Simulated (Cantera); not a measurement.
N2O furnace oxynitridation

A perfectly stirred reactor is fed with N2O : H2 : N2 = 1 : 0.0034 : 1.6 (molar parts), at 1.38 atm; it is held at 1525 K, and followed from long to short residence time.

Detailed kinetics in Cantera: GRI-Mech 3.0 (53 species, 325 reactions). GRI-Mech 3.0 was tuned for natural gas; its chemistry of N2O as a main component is partial and can be far from experiment. The temperature is held fixed by assumption; the heat of reaction is taken as removed at once.

```csv
τ (s),x N2O,x H2,x NO2,x H2O,x H2O2
0.50,0.0101,1.33e-6,0.000227,0.00109,1.07e-9
0.33,0.0146,1.80e-6,0.000260,0.00109,1.26e-9
0.22,0.0207,2.43e-6,0.000293,0.00109,1.47e-9
0.15,0.0286,3.24e-6,0.000323,0.00109,1.70e-9
0.098,0.0405,4.47e-6,0.000353,0.00110,1.99e-9
0.065,0.0559,6.13e-6,0.000375,0.00110,2.31e-9
0.043,0.0758,8.46e-6,0.000389,0.00111,2.68e-9
0.029,0.0995,1.16e-5,0.000391,0.00112,3.07e-9
0.019,0.130,1.63e-5,0.000381,0.00113,3.56e-9
0.013,0.161,2.24e-5,0.000360,0.00113,4.06e-9
0.0085,0.198,3.19e-5,0.000326,0.00114,4.71e-9
```
x: mole fraction; the columns are a selection and need not sum to one.
